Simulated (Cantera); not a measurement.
A Cantera script and its output.

```python
import numpy as np
import cantera as ct

gas = ct.Solution("gri30.yaml")
gas.TPX = 1250, 500000, {'CH4': 0.016, 'O2': 0.0059, 'N2': 1}
reactor = ct.IdealGasConstPressureReactor(gas, energy="off", clone=False)
net = ct.ReactorNet([reactor])
net.rtol, net.atol = 1e-08, 1e-18
show = ['CH4', 'O2', 'CH2CO', 'C2H', 'NO2', 'H2', 'CH2']
times = np.geomspace(0.0002, 20, 13)

steps = ct.SolutionArray(gas, extra=["t"])
rows = []
print(f"{'t/s':>10s}{'T/K':>9s}{'P/Pa':>11s}" + "".join(f"{s:>11s}" for s in show))
for t in times:
    while net.time < t:
        t_next = net.step()
        steps.append(gas.state, t=t_next)
    rows.append([np.interp(t, steps.t, y) for y in (steps.T, steps.P, *steps(*show).X.T)])
    print(f"{t:10.3e}{rows[-1][0]:9.1f}{rows[-1][1]:11.4g}" + "".join(f"{x:11.3e}" for x in rows[-1][2:]))
rate = np.gradient(steps.T, steps.t)
print("integrator steps:", len(steps.t))
if steps.T.max() > steps.T[0] + 200:
    print(f"time of steepest temperature rise: {steps.t[rate.argmax()]:.4e} s")
gas.TPX = 1250, 500000, {'CH4': 0.016, 'O2': 0.0059, 'N2': 1}
gas.equilibrate("TP")
print(f"equilibrium (TP): T = {gas.T:.1f} K  " + "  ".join(f"{s} {gas[s].X[0]:.3e}" for s in show))
```

Result:

```
       t/s      T/K       P/Pa        CH4         O2      CH2CO        C2H        NO2         H2        CH2
 2.000e-04   1250.0      5e+05  1.566e-02  5.774e-03  8.561e-20  4.378e-29  2.691e-23  5.233e-09  2.989e-16
 5.220e-04   1250.0      5e+05  1.566e-02  5.774e-03  1.402e-17  6.219e-27  5.861e-22  1.634e-08  2.400e-15
 1.363e-03   1250.0      5e+05  1.566e-02  5.773e-03  2.829e-15  1.016e-24  1.261e-20  5.827e-08  2.003e-14
 3.557e-03   1250.0      5e+05  1.566e-02  5.773e-03  3.681e-13  1.141e-22  1.957e-19  2.203e-07  9.108e-14
 9.283e-03   1250.0      5e+05  1.565e-02  5.772e-03  1.171e-11  3.549e-21  2.253e-18  7.524e-07  1.335e-13
 2.423e-02   1250.0      5e+05  1.565e-02  5.769e-03  1.629e-10  5.505e-20  2.349e-17  2.449e-06  1.647e-13
 6.325e-02   1250.0      5e+05  1.562e-02  5.758e-03  2.313e-09  1.021e-18  2.836e-16  9.090e-06  2.594e-13
 1.651e-01   1250.0      5e+05  1.553e-02  5.714e-03  5.197e-08  3.724e-17  6.044e-15  4.427e-05  6.331e-13
 4.309e-01   1250.0      5e+05  1.512e-02  5.490e-03  1.854e-06  2.879e-15  1.935e-13  2.618e-04  4.502e-12
 1.125e+00   1250.0      5e+05  1.247e-02  3.649e-03  5.007e-05  5.376e-13  4.989e-12  2.055e-03  1.312e-10
 2.936e+00   1250.0      5e+05  8.936e-03  1.434e-04  8.066e-06  8.616e-13  7.479e-13  5.862e-03  5.661e-11
 7.662e+00   1250.0      5e+05  8.731e-03  9.325e-06  4.085e-07  4.776e-13  2.847e-14  6.305e-03  3.090e-12
 2.000e+01   1250.0      5e+05  8.491e-03  4.479e-08  4.592e-08  4.841e-13  4.464e-17  6.716e-03  5.065e-13
integrator steps: 1534
equilibrium (TP): T = 1250.0 K  CH4 2.140e-03  O2 4.632e-26  CH2CO 1.621e-09  C2H 9.387e-15  NO2 2.064e-30  H2 2.547e-02  CH2 4.292e-14
```

Computed with Cantera and GRI-Mech 3.0 (53 species, 325 reactions). GRI-Mech 3.0 stops at C3 and has no aromatics, soot or wall deposition, so with more carbon than oxygen in the feed, carbon stays in small species such as C2H2 where larger ones or solid carbon would form.
